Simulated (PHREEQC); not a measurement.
Dissolve 31 mmol/kgw CdSO4, 0.37 mmol/kgw NaOH and 2.3 mmol/kgw MnSO4 at 26 °C. Closed to the air; pH follows from the charge balance.

Equilibrium calculation in PHREEQC: ion-association model, wateq4f.dat.

The pH comes out as 8.60 and the ionic strength comes out as 0.0718 mol/kgw. The total alkalinity comes out as 0.370 meq/kg.

```tsv
species	molality	activity	log γ
Cd+2	0.0161	0.00659	-0.388
SO4-2	0.0158	0.00655	-0.383
CdSO4	0.0123	0.0125	0.007
Cd(SO4)2-2	0.00218	0.000894	-0.388
Mn+2	0.00152	0.000664	-0.358
MnSO4	0.000776	0.000788	0.007
Na+	0.000358	0.000287	-0.096
CdOH+	0.000291	0.000233	-0.097
Cd2OH+3	5.54e-5	7.42e-6	-0.873
NaSO4-	1.17e-5	9.49e-6	-0.093
MnOH+	9.10e-6	7.31e-6	-0.095
OH-	5.42e-6	4.26e-6	-0.105
Cd(OH)2	4.51e-6	4.58e-6	0.007
H+	3.02e-9	2.53e-9	-0.076
HSO4-	2.07e-9	1.65e-9	-0.098
```

Precipitation was switched off in this run. The solution is supersaturated, for example in Cd(OH)2, so a real one may precipitate; this is no full list. Species that the database lacks are ignored.
